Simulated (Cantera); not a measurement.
## Thermodynamics of sublimation and decomposition of ceramics, feed Si₃N₄ + C + H₂

A closed system holds: 1 mol Si₃N₄, 0.019 mol C, 0.049 mol H₂, held at 1400 °C and 2.80 bar.

Method: chemical equilibrium by Gibbs-energy minimisation in Cantera with the NASA 1993 tables (ideal gas, pure condensed phases). Candidate condensed phases: C, C₆H₆, C₇H₈, C₈H₁₈, Si, SiC, Si₃N₄; 105 gas species. Mutual solubility and eutectic melting of coexisting phases are not modelled. Kinetics and transport are ignored.

```yaml
x(H₂): 0.793
x(N₂): 0.203
x(CH₄): 0.00197
x(HCN): 0.00117
x(H): 6.07e-5
x(C₂H₂ (acetylene)): 3.83e-5
x(NH₃): 3.46e-5
x(HNC): 3.26e-5
x(C₂H₄): 5.13e-6
n(SiC(s)): 0.0188 mol
n(Si₃N₄(s)): 0.994 mol
gas_amount: 0.06141 mol
log10 activity of C(graphite) (absent): -0.04
log10 activity of Si(s) (absent): -1.84
```
